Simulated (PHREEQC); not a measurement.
# Spent oxide etchant: speciation

A solution holds 0.044 mol NH4HF2, 0.00027 mol (NH4)2SiF6 and 0.079 mol H3BO3 per kg of water, at 20 °C. Closed to the air; pH follows from the charge balance.

The numbers come from PHREEQC with the ion-association model, phreeqc.dat.

Precipitation was switched off in this run.

### Question
What pH, ionic strength does the model give?

### Answer
pH 4.68; ionic strength 0.0448 mol/kgw.

### Question
In which forms is B present?

### Answer
H3BO3 68 %, BF2(OH)2- 17 %, BF4- 8.5 %, BF3OH- 6.5 % of the B.

Complexes and solids missing from the database can't appear. SiF6-2 is the database's only silicon fluoride. Real BF4- forms and hydrolyses slowly; the run takes it at equilibrium.
